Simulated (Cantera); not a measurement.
Input: 1 mol TiO2, 340 mol H2, 0.036 mol H2O, at 0.900 bar.

Cantera equilibrium calculation (NASA polynomials, part measured and part estimated; ideal gas, pure solids and liquids). Candidate condensed phases: H2O, Ti, TiO, TiO2, Ti2O3, Ti3O5, Ti4O7; 12 gas species. Rates play no part.

Task: At 2100 K, list the 3 most abundant gas species with their mole fractions, and the condensed phases.

Result: H2 0.995, H 0.00328, H2O 0.00157. Condensed: Ti2O3(s).
